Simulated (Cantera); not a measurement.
Charge: 1 mol Al₂O₃, 25 mol H₂, equilibrated at 2000 °C and 3530 Torr.

Cantera equilibrium calculation (NASA polynomials, part measured and part estimated; ideal gas, pure solids and liquids). Candidate condensed phases: Al, Al₂O₃, H₂O; 19 gas species. The tables' values for AlOH are old estimates; treat these amounts as uncertain. Rates play no part.

Question: What is the equilibrium state?

Answer: 
```json
{
  "x(H₂)": "0.995",
  "x(H)": "0.00387",
  "x(H₂O)": "0.000581",
  "x(Al)": "0.000146",
  "x(Al₂O)": "0.000132",
  "x(AlH)": "5.22e-5",
  "x(AlOH)": "4.09e-5",
  "n(Al₂O₃(s))": "0.994 mol",
  "gas_amount": "25.06 mol",
  "log10 activity of Al(l) (absent)": "-1.89"
}
```
